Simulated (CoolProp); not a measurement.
A single-stage vapour-compression cycle with the fluid: evaporating at 198.15 K (dew point), condensing at 256.15 K (bubble point), superheat 0 K, subcooling 8 K, compressor efficiency 0.8, no pressure losses. The same conditions are run with several fluids, on thermodynamics alone (safety and materials aside).

Values from CoolProp's reference Helmholtz-energy equation of state of each fluid (R125: Lemmon 2005; ethane: Bücker 2006; propylene: Lemmon 2013; ethylene: Smukala 2000; CH3F (R41): Lemmon 2006; C2F6 (R116): Lemmon 2006).

```
fluid        cooling COP  pressure ratio  discharge temperature (K)  refrigerating effect (kJ/kg)  volumetric capacity (kJ/m³)
-----------  -----------  --------------  -------------------------  ----------------------------  ---------------------------
R125                2.22            17.3                      284.0                    (withheld)                   (withheld)
ethane              2.13            7.73                      310.4                    (withheld)                         1290
propylene           2.29            14.2                      315.7                    (withheld)                          222
ethylene      (withheld)            6.47                      322.3                           297                         2350
CH3F (R41)    (withheld)      (withheld)                      366.1                           375                          987
C2F6 (R116)         1.91            9.61                      264.2                          64.0                          674
```

Question: Some entries are withheld; supply them.

Answer: 
- R125, refrigerating effect (kJ/kg): 122
- R125, volumetric capacity (kJ/m³): 197
- ethane, refrigerating effect (kJ/kg): 336
- propylene, refrigerating effect (kJ/kg): 358
- ethylene, cooling COP: 1.96
- CH3F (R41), cooling COP: 2.12
- CH3F (R41), pressure ratio: 10.3
